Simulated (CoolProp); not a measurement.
Properties of n-perfluorohexane along the isotherm 238.7 K.

Values from CoolProp's reference Helmholtz-energy equation of state, Gao 2022.

```
p (bar)   phase  cp (kJ/(kg K))  cv (kJ/(kg K))  speed of sound (m/s)  expansivity (1/kK)  fugacity coefficient
-------  ------  --------------  --------------  --------------------  ------------------  --------------------
0.792    liquid          0.9537          0.7609                 672.2               1.497               0.01168
1.58     liquid          0.9537          0.7609                 672.5               1.496              0.005899
2.37     liquid          0.9537          0.7610                 672.8               1.495              0.003962
3.17     liquid          0.9536          0.7610                 673.2               1.494              0.002984
3.96     liquid          0.9536          0.7610                 673.5               1.493              0.002406
4.75     liquid          0.9535          0.7610                 673.8               1.492              0.002021
5.54     liquid          0.9535          0.7610                 674.2               1.491              0.001745
6.33     liquid          0.9535          0.7610                 674.5               1.490              0.001539
7.12     liquid          0.9534          0.7611                 674.8               1.489              0.001378
7.92     liquid          0.9534          0.7611                 675.2               1.488              0.001248
8.71     liquid          0.9533          0.7611                 675.5               1.487              0.001143
```
